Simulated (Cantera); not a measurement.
An adiabatic, constant-volume homogeneous reactor starts with CH4 : C2H6 : C3H8 : O2 : N2 = 1 : 0.041 : 0.68 : 2.52 : 9.47 (molar parts), equivalence ratio 2.2, at 1625 K and 0.750 bar. Integrator tolerance rtol = 1e-08.

Model: GRI-Mech 3.0 (53 species, 325 reactions), integrated in Cantera. GRI-Mech 3.0 was tuned for natural gas; its chemistry of propane as a main component is partial and can be far from experiment.

```json
[
 {"quantity": "time of steepest temperature rise", "before": "52.9 µs", "after": "31.3 µs"},
 {"quantity": "temperature at 0.200 s", "before": "2782 K", "after": "2833 K"},
 {"quantity": "equilibrium temperature", "before": "2782 K", "after": "2833 K"},
 {"quantity": "x(CH4) at 0.200 s", "before": "2.75e-11 (gas-phase equilibrium 3.06e-11)", "after": "2.10e-11 (gas-phase equilibrium 2.34e-11)"},
 {"quantity": "x(C2H6) at 0.200 s", "before": "<1e-12 (gas-phase equilibrium <1e-12)", "after": "<1e-12 (gas-phase equilibrium <1e-12)"},
 {"quantity": "x(C3H8) at 0.200 s", "before": "<1e-12 (gas-phase equilibrium <1e-12)", "after": "<1e-12 (gas-phase equilibrium <1e-12)"},
 {"quantity": "x(N2O) at 0.200 s", "before": "3.28e-8 (gas-phase equilibrium 3.28e-8)", "after": "4.28e-8 (gas-phase equilibrium 4.28e-8)"},
 {"quantity": "x(OH) at 0.200 s", "before": "0.00366 (gas-phase equilibrium 0.00366)", "after": "0.00464 (gas-phase equilibrium 0.00464)"},
 {"quantity": "x(H) at 0.200 s", "before": "0.0246 (gas-phase equilibrium 0.0246)", "after": "0.0298 (gas-phase equilibrium 0.0298)"}
]
```

Problem. What was changed between the two runs?
A. constant pressure in place of constant volume
B. initial temperature 1625 to 1725 K
C. CH4 1 to 0.36 parts
D. initial temperature 1625 to 1800 K

Solution. B, initial temperature 1625 to 1725 K
